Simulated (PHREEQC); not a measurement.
Make-up at 25 °C: 0.0065 mol/kgw KBr. Closed to the air; pH follows from the charge balance.

Equilibrium calculation in PHREEQC: ion-association model, phreeqc.dat.

| quantity | before | after |
|---|---|---|
| pH | 7.00 | 11.74 |
| ionic strength (mol/kgw) | 0.00650 | 0.0133 |

### Question
Name the change that produced these shifts.
(A) diluted 100-fold with water
(B) temperature from 25 to 85 °C
(C) 0.00081 mol/kgw Mg(NO3)2 added
(D) KBr replaced by K2SiO3 at the same molality
(E) diluted 10-fold with water

### Answer
D, KBr replaced by K2SiO3 at the same molality

Precipitation was switched off in this run.
